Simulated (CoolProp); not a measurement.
The numbers come from the reference Helmholtz-energy equation of state, Setzmann 1991 in CoolProp.

For methane, give the phase and the cp (kJ/(kg K)), cv (kJ/(kg K)), speed of sound (m/s), expansivity (1/kK) at 223.3 K and 15.7 MPa.


- 223.3 K and 15.7 MPa: supercritical; cp 4.60, cv 1.84, speed of sound 583, expansivity 9.52
